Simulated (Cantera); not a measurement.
**Premixed flame**

A freely propagating, adiabatic, planar premixed flame of C3H8 : O2 : N2 = 1 : 3.85 : 13.5 (molar parts), equivalence ratio 1.3, unburnt at 475 K and 9.87 atm; mixture-averaged transport, grid criteria slope 0.08 and curve 0.16, no radiation.

Cantera simulation using GRI-Mech 3.0 (53 species, 325 reactions); the numbers are that mechanism's predictions, not measurements. GRI-Mech 3.0 was tuned for natural gas; its chemistry of propane as a main component is partial and can be far from experiment. Burning velocities carry a grid error of a few per cent, more on coarse grids.

```tsv
z (mm)	T (K)	u (m/s)	x C3H8	x O2	x CO	x CH2CO	x H	x OH
-0.148	475	0.488	0.0544	0.209	1.62e-5	4.14e-8	<1e-8	<1e-8
-0.0988	480	0.495	0.0542	0.208	0.000190	8.49e-7	<1e-8	<1e-8
-0.0741	496	0.514	0.0539	0.206	0.000868	5.97e-6	<1e-8	<1e-8
-0.0494	599	0.630	0.0522	0.193	0.00553	7.41e-5	<1e-8	1.26e-7
-0.0247	1079	1.18	0.0356	0.140	0.0308	0.000816	6.95e-6	7.02e-6
-0.0123	1509	1.71	0.0122	0.0893	0.0577	0.00189	0.000163	0.000108
0	1914	2.22	0.000267	0.0404	0.0841	0.00151	0.00155	0.000922
0.0123	2123	2.47	1.46e-7	0.0147	0.0911	0.000256	0.00333	0.00221
0.0247	2200	2.55	<1e-8	0.00526	0.0882	3.24e-5	0.00410	0.00285
0.0494	2249	2.59	<1e-8	0.00102	0.0825	1.39e-6	0.00384	0.00271
0.0988	2280	2.62	<1e-8	0.000240	0.0801	2.86e-8	0.00263	0.00190
0.198	2300	2.64	<1e-8	7.54e-5	0.0800	<1e-8	0.00152	0.00113
0.395	2311	2.66	<1e-8	2.49e-5	0.0801	<1e-8	0.000890	0.000672
```
x: mole fraction of selected species; z is measured from the peak of heat release.

| Quantity | Value |
|---|---|
| laminar burning velocity | 48.7 cm/s |
| thermal thickness | 0.0494 mm |
| peak x(CO) | 0.0911 |
| peak x(CH2CO) | 0.00213 |
| peak x(H) | 0.00417 |
| peak x(OH) | 0.00292 |
